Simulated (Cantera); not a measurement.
## Ignition delay

Mixture: 12.8 % CH4, 17.1 % O2, 64.2 % N2, 5.90 % H2O, equivalence ratio 1.5, at 750 Torr, adiabatic and at constant pressure. Ignition delay is the time to a rise of 400 K.

Computed with Cantera and GRI-Mech 3.0 (53 species, 325 reactions).

| T0 (K) | delay (ms) |
|---|---|
| 1173 | 98.0 |
| 1223 | 48.6 |
| 1273 | 24.8 |
| 1323 | 13.0 |
| 1373 | 7.01 |
| 1423 | 3.86 |
| 1473 | 2.18 |

```
Property                                                Result
--------------------------------------------------  ----------
apparent activation energy between 1373 and 1473 K  200 kJ/mol
```
